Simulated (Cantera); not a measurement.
A closed system holds: 1 mol Al₂O₃, 12 mol Cl₂, 0.39 mol H₂, at 1848 K and 10.0 mbar.

These are equilibrium values from Cantera (NASA tables, ideal gas, pure condensed phases), not measurements of a reactor. Candidate condensed phases: Al, AlCl₃, Al₂O₃, H₂O; 29 gas species. The tables' values for AlCl₂ are old estimates; treat these amounts as uncertain. Rates play no part.

Base state: Cl 0.887, Cl₂ 0.0507, HCl 0.0348, AlCl₃ 0.0158, O₂ 0.0117, O 0.000205, ClO 0.000163, AlOCl 4.33e-5 (mole fractions); condensed: Al₂O₃(s).

Task: What changes in the equilibrium state with this change: Al₂O₃ replaced by SiO₂?

Result: 
```
species                 before     after
--------------------  --------  --------
Cl                       0.887     0.911
Cl₂                     0.0507    0.0536
HCl                     0.0348    0.0343
AlCl₃                   0.0158         0
O₂                      0.0117  0.000279
SiCl₄                        0  0.000273
AlOCl                  4.33e-5         0
AlCl₂                  3.24e-5         0
SiO                          0   2.72e-5
SiCl₃                        0   1.98e-5
O                     0.000205   3.16e-5
Al₂O₃(s), mol            0.823         0
SiO₂(condensed), mol         0     0.993
```
The tables' values for SiCl₃ are old estimates; treat these amounts as uncertain. The tables hold silica as quartz up to 1696 K and as liquid above; real silica turns to tridymite and cristobalite and melts near 1996 K. Further candidate phases: Si, SiO₂.

Task: What changes in the equilibrium state with this change: Al₂O₃ replaced by CaO?

Result: 
```csv
species,before,after
Cl,0.887,0.851
Cl₂,0.0507,0.0468
CaCl₂,0,0.0445
AlCl₃,0.0158,0
O₂,0.0117,0.0220
HCl,0.0348,0.0347
AlOCl,4.33e-5,0
AlCl₂,3.24e-5,0
OH,7.99e-6,1.14e-5
"Al₂O₃(s), mol",0.823,0
```
Further candidate phases: Ca, CaCl₂, CaO, Ca(OH)₂.
